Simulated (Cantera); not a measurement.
What does this Cantera script print?

```python
import numpy as np
import cantera as ct

gas = ct.Solution("gri30.yaml")
gas.TPX = 1198, 13332, {'N2O': 1, 'O2': 0.24}
reactor = ct.IdealGasConstPressureReactor(gas, energy="off", clone=False)
net = ct.ReactorNet([reactor])
net.rtol, net.atol = 1e-08, 1e-18
show = ['N2O', 'O2', 'NO', 'O', 'NO2', 'N2']
times = np.geomspace(3e-05, 300, 11)

steps = ct.SolutionArray(gas, extra=["t"])
rows = []
print(f"{'t/s':>10s}{'T/K':>9s}{'P/Pa':>11s}" + "".join(f"{s:>11s}" for s in show))
for t in times:
    while net.time < t:
        t_next = net.step()
        steps.append(gas.state, t=t_next)
    rows.append([np.interp(t, steps.t, y) for y in (steps.T, steps.P, *steps(*show).X.T)])
    print(f"{t:10.3e}{rows[-1][0]:9.1f}{rows[-1][1]:11.4g}" + "".join(f"{x:11.3e}" for x in rows[-1][2:]))
rate = np.gradient(steps.T, steps.t)
print("integrator steps:", len(steps.t))
if steps.T.max() > steps.T[0] + 200:
    print(f"time of steepest temperature rise: {steps.t[rate.argmax()]:.4e} s")
gas.TPX = 1198, 13332, {'N2O': 1, 'O2': 0.24}
gas.equilibrate("TP")
print(f"equilibrium (TP): T = {gas.T:.1f} K  " + "  ".join(f"{s} {gas[s].X[0]:.3e}" for s in show))
```

It prints:

```
       t/s      T/K       P/Pa        N2O         O2         NO          O        NO2         N2
 3.000e-05   1198.0  1.333e+04  8.064e-01  1.935e-01  4.511e-08  7.345e-07  2.859e-15  1.145e-06
 1.504e-04   1198.0  1.333e+04  8.064e-01  1.936e-01  6.501e-07  1.645e-06  5.275e-13  7.565e-06
 7.536e-04   1198.0  1.333e+04  8.064e-01  1.936e-01  4.607e-06  1.763e-06  2.615e-11  4.372e-05
 3.777e-03   1198.0  1.333e+04  8.061e-01  1.936e-01  2.456e-05  1.762e-06  7.356e-10  2.254e-04
 1.893e-02   1198.0  1.333e+04  8.048e-01  1.940e-01  1.244e-04  1.762e-06  1.798e-08  1.135e-03
 9.487e-02   1198.0  1.333e+04  7.981e-01  1.956e-01  6.212e-04  1.762e-06  3.564e-07  5.663e-03
 4.755e-01   1198.0  1.333e+04  7.656e-01  2.038e-01  3.028e-03  1.758e-06  3.860e-06  2.763e-02
 2.383e+00   1198.0  1.333e+04  6.261e-01  2.387e-01  1.331e-02  1.735e-06  2.070e-05  1.218e-01
 1.194e+01   1198.0  1.333e+04  2.596e-01  3.308e-01  3.969e-02  1.577e-06  6.636e-05  3.699e-01
 5.986e+01   1198.0  1.333e+04  1.257e-02  3.945e-01  5.406e-02  4.159e-07  1.243e-04  5.387e-01
 3.000e+02   1198.0  1.333e+04  1.323e-06  3.981e-01  5.369e-02  4.183e-08  4.586e-04  5.478e-01
integrator steps: 1243
equilibrium (TP): T = 1198.0 K  N2O 5.146e-09  O2 4.252e-01  NO 2.353e-04  O 4.318e-08  NO2 2.079e-06  N2 5.746e-01
```

Cantera simulation using GRI-Mech 3.0 (53 species, 325 reactions); the numbers are that mechanism's predictions, not measurements. GRI-Mech 3.0 was tuned for natural gas; its chemistry of N2O as a main component is partial and can be far from experiment. The mechanism lacks the step 2 NO + O2 → 2 NO2, which can matter for NO2 below about 1400 K. The temperature is held fixed by assumption; the heat of reaction is taken as removed at once.
